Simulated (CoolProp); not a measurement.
R410A along the isotherm 79.95 °C: Z from the reference equation and from simpler models built on Tc = 71.3 °C, pc = 4.901 MPa, ω = 0.296; each cubic takes its own stable root.

The numbers come from the reference Helmholtz-energy equation of state, Lemmon 2003 in CoolProp. It is a pseudo-pure fit of the blend.

| p (MPa) | phase | reference |
|---|---|---|
| 0.0775 | gas | 0.9946 |
| 0.138 | gas | 0.9904 |
| 0.245 | gas | 0.9828 |
| 0.436 | gas | 0.9692 |
| 0.775 | gas | 0.9446 |
| 1.38 | gas | 0.8987 |
| 2.45 | gas | 0.8102 |
| 4.36 | gas | 0.6088 |
| 7.75 | supercritical | 0.2504 |
| 13.8 | supercritical | 0.3754 |
| 24.5 | supercritical | 0.5996 |

### Question
How far does each simpler model (van der Waals, Redlich-Kwong, Soave-Redlich-Kwong, Peng-Robinson) lie from the reference over these 11 states: mean and median of the absolute difference, and the worst?

### Answer
- van der Waals: mean 14.7 %, median 1.9 %, worst +49.5 % at 79.95 °C and 13.8 MPa
- Redlich-Kwong: mean 6.6 %, median 0.7 %, worst +27.0 % at 79.95 °C and 7.75 MPa
- Soave-Redlich-Kwong: mean 7.3 %, median 0.9 %, worst +30.5 % at 79.95 °C and 7.75 MPa
- Peng-Robinson: mean 3.4 %, median 0.2 %, worst +18.8 % at 79.95 °C and 7.75 MPa
